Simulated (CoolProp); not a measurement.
R1224YDZ at 298.15 K and 0.0659 MPa is throttled through a valve to 0.0411 MPa with no heat exchange. Each further row changes one setting.

Model: reference Helmholtz-energy equation of state, Akasaka 2023, in CoolProp.

```json
[
 {"case": "as stated", "temperature change (K)": "-0.9", "final density (kg/m³)": "2.51"},
 {"case": "outlet pressure 0.0123 MPa", "temperature change (K)": "-2.1", "final density (kg/m³)": "0.746"},
 {"case": "outlet pressure 0.0534 MPa", "temperature change (K)": "-0.5", "final density (kg/m³)": "3.28"}
]
```
